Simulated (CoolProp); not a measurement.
Vapour-liquid equilibrium of n-butane (1) + R113 (2) at 383.9 K; x and y are mole fractions of (1).

Computed with CoolProp (multi-fluid Helmholtz-energy mixture model, Bücker 2006 and Marx 1992; pair parameters Bell 2016).

| x | bubble pressure, mixture model (bar) | bubble pressure, Raoult's law (bar) | y, mixture model | y, Raoult's law |
|---|---|---|---|---|
| 0.05 | 6.279 | 6.235 | 0.138 | 0.150 |
| 0.15 | 7.653 | 7.548 | 0.340 | 0.372 |
| 0.25 | 8.990 | 8.862 | 0.482 | 0.528 |
| 0.35 | 10.29 | 10.18 | 0.589 | 0.644 |
| 0.45 | 11.57 | 11.49 | [?] | 0.733 |
| 0.55 | 12.83 | 12.80 | 0.745 | 0.804 |
| 0.65 | [?] | 14.12 | [?] | 0.862 |
| 0.75 | 15.36 | 15.43 | 0.865 | 0.910 |
| 0.85 | 16.66 | 16.74 | 0.920 | 0.950 |
| 0.95 | 18.01 | 18.06 | [?] | 0.985 |

Task: What belongs in the gaps?

Result: 
- 0.45, y, mixture model: 0.674
- 0.65, bubble pressure, mixture model (bar): 14.09
- 0.65, y, mixture model: 0.808
- 0.95, y, mixture model: 0.973

The largest gap from Raoult's law is +1.4 % in bubble pressure, at x = 0.25. No azeotrope shows between x = 0.05 and 0.95.

The pair parameters rest on a limited set of measurements; away from them the model extrapolates. The gap from Raoult's law changes sign with composition, which may be real or a fault of the pair parameters; it wasn't checked against measurements.
